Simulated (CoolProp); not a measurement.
The fluid at 580.37 K and 7.55 MPa is throttled through a valve to 2.78 MPa with no heat exchange. The same conditions are run with several fluids, on thermodynamics alone (safety and materials aside).

Values from CoolProp's reference Helmholtz-energy equation of state of each fluid (n-decane: Lemmon 2006; ethylbenzene: Zhou 2012; p-xylene: Zhou 2012; decamethylcyclopentasiloxane (D5): Thol 2019; dodecamethylpentasiloxane (MD3M): Thol 2019).

Task: Rank n-decane, ethylbenzene, p-xylene, decamethylcyclopentasiloxane (D5), dodecamethylpentasiloxane (MD3M) by temperature change (K), highest first.

Result: dodecamethylpentasiloxane (MD3M) (-0.3), decamethylcyclopentasiloxane (D5) (-0.5), n-decane (-1.6), ethylbenzene (-2.6), p-xylene (-2.9)

| fluid | final density (kg/m³) |
|---|---|
| n-decane | 463 |
| ethylbenzene | 541 |
| p-xylene | 534 |
| decamethylcyclopentasiloxane (D5) | 629 |
| dodecamethylpentasiloxane (MD3M) | 579 |
